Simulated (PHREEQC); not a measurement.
Model water analysis in mmol/kgw, 20 °C, pH 7.78, pe 0.4: Na 1.23; K 0.0459; Ca 0.272; Mg 0.148; Cl 1.86; S(6) 0.0595; Alkalinity (meq/kgw) 0.223; Br 0.00119; F 0.0357.

Valence states are taken as typed.

Computed with PHREEQC (ion-association model, phreeqc.dat).

```yaml
ionic_strength: 0.00264 mol/kgw
specific_conductance: 233 µS/cm
charge_balance_error: -2.8 %
```

```json
[
 {"species": "Cl-", "molality": "0.00186", "activity": "0.00176", "log γ": "-0.024"},
 {"species": "Na+", "molality": "0.00123", "activity": "0.00116", "log γ": "-0.024"},
 {"species": "Ca+2", "molality": "0.000270", "activity": "0.000216", "log γ": "-0.095"},
 {"species": "HCO3-", "molality": "0.000220", "activity": "0.000208", "log γ": "-0.024"},
 {"species": "Mg+2", "molality": "0.000146", "activity": "0.000118", "log γ": "-0.095"},
 {"species": "SO4-2", "molality": "5.65e-5", "activity": "4.53e-5", "log γ": "-0.096"},
 {"species": "K+", "molality": "4.59e-5", "activity": "4.34e-5", "log γ": "-0.025"}
]
```

This is a speciation only: nothing precipitates in the calculation.
